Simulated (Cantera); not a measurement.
Adiabatic ignition

An adiabatic, constant-volume homogeneous reactor starts with CO : H2 : CH4 : O2 : N2 = 1 : 0.27 : 0.16 : 0.597 : 2.24 (molar parts), equivalence ratio 1.6, at 1673 K and 1.30 bar.

Computed with Cantera and GRI-Mech 3.0 (53 species, 325 reactions). Above 3000 K some thermodynamic fits are extrapolated.

```csv
t (s),T (K),P (bar),x CO,x H2,x CH4,x HCN,x C2H4
9.00e-6,1673,1.30,0.234,0.0632,0.0373,<1e-12,1.46e-7
2.53e-5,1996,1.57,0.241,0.0597,0.0121,5.31e-7,0.000495
7.13e-5,2893,2.22,0.189,0.0272,<1e-12,2.97e-9,<1e-12
0.000201,3016,2.29,0.187,0.0263,<1e-12,1.81e-8,<1e-12
0.000565,3008,2.29,0.188,0.0267,<1e-12,2.84e-8,<1e-12
0.00159,3007,2.29,0.188,0.0268,<1e-12,2.97e-8,<1e-12
0.00448,3007,2.29,0.188,0.0268,<1e-12,2.97e-8,<1e-12
0.0126,3007,2.29,0.188,0.0268,<1e-12,2.97e-8,<1e-12
0.0355,3007,2.29,0.188,0.0268,<1e-12,2.97e-8,<1e-12
0.100,3007,2.29,0.188,0.0268,<1e-12,2.97e-8,<1e-12
```
x: mole fraction; the columns are a selection and need not sum to one.

The time of steepest temperature rise is 26.4 µs and the temperature at 0.100 s is 3007 K. The equilibrium temperature comes out as 3007 K and the x(CO) at 0.100 s is 0.188 (gas-phase equilibrium 0.188). The x(H2) at 0.100 s is 0.0268 (gas-phase equilibrium 0.0268). The x(CH4) at 0.100 s is <1e-12 (gas-phase equilibrium <1e-12).
